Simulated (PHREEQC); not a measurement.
Dissolve 140 mmol/kgw KHCO3 and 23 mmol/kgw Na2CO3 at 90 °C. Closed to the air; pH follows from the charge balance.

The numbers come from PHREEQC with the ion-association model, phreeqc.dat.

Precipitation was switched off in this run.

Task: Order these Na species by the share of Na that they hold, largest first: NaCO3-, NaHCO3, Na+.

Result: Na+ (63 %), NaCO3- (35 %), NaHCO3 (1.8 %)

The pH is 8.45 and the ionic strength 0.176 mol/kgw. Constants without temperature data keep their 25 °C values here.
